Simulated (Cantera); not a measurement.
Charge: 1 mol FeS, 1300 mol H2, 71 mol N2, held at 1675 °C and 0.0810 bar.

Cantera equilibrium calculation (NASA polynomials, part measured and part estimated; ideal gas, pure solids and liquids). Candidate condensed phases: Fe, FeS, FeS2, S; 16 gas species. Equilibrium is a limit: real reactors are often held back by kinetics, nucleation or transport.

Base state: H2 0.943, N2 0.0516, H 0.00386, Fe 0.000727, H2S 0.000516, SH 0.000174, S 2.22e-5 (mole fractions); condensed: gas only.

### Question
What changes in the equilibrium state with this change: pressure from 0.0810 bar to 4.00 bar?

### Answer
```
species       before     after
----------  --------  --------
H2             0.943     0.947
N2            0.0516    0.0518
H2S         0.000516  0.000695
H            0.00386  0.000550
Fe          0.000727   5.00e-5
NH3          3.70e-7   1.84e-5
S            2.22e-5   6.02e-7
SH          0.000174   3.32e-5
Fe(l), mol         0     0.931
```
